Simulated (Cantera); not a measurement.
MgO + F2 (oxide etching and cleaning by halides)

A closed system holds: 1 mol MgO, 19 mol F2, at 10.0 mbar.

Cantera equilibrium calculation (NASA polynomials, part measured and part estimated; ideal gas, pure solids and liquids). Candidate condensed phases: Mg, MgF2, MgO; 14 gas species. The numbers say what is thermodynamically allowed, not how fast it happens.

```
T (K)  log p F  log p F2  log p O2  log p MgF2  log p O  log p Mg2F4  log p FO  n MgF2(s)  n MgF2(l)
-----  -------  --------  --------  ----------  -------  -----------  --------  ---------  ---------
673      -4.09     -2.02     -3.57        <-14     <-14         <-14    -10.56       1.00          0
748      -3.46     -2.03     -3.58        <-14     <-14         <-14     -9.72       1.00          0
823      -2.96     -2.06     -3.59        <-14     <-14         <-14     -9.05       1.00          0
898      -2.57     -2.15     -3.63      -13.12   -13.12         <-14     -8.54       1.00          0
973      -2.29     -2.33     -3.70      -11.39   -12.02         <-14     -8.17       1.00          0
1048     -2.13     -2.63     -3.77       -9.92   -11.08         <-14     -7.94       1.00          0
1123     -2.05     -3.03     -3.82       -8.65   -10.27       -13.72     -7.80      1.000          0
1198     -2.02     -3.45     -3.85       -7.55    -9.54       -12.25     -7.71      1.000          0
1273     -2.01     -3.86     -3.86       -6.58    -8.90       -10.95     -7.63      0.999          0
1348     -2.01     -4.23     -3.86       -5.72    -8.32        -9.80     -7.57      0.993          0
1423     -2.01     -4.57     -3.86       -4.96    -7.80        -8.78     -7.52      0.960          0
1498     -2.01     -4.88     -3.87       -4.28    -7.34        -7.87     -7.47      0.805          0
1573     -2.01     -5.17     -3.87       -3.71    -6.92        -7.14     -7.44          0      0.270
1648     -2.02     -5.43     -3.88       -3.57    -6.53        -7.24     -7.40          0          0
```
log p: log10 of the partial pressure in bar; n: condensed amount in mol.

From 673 K to 1498 K the condensed part is MgF2(s). At 1573 K the condensed part is MgF2(l). At 1648 K nothing is condensed.
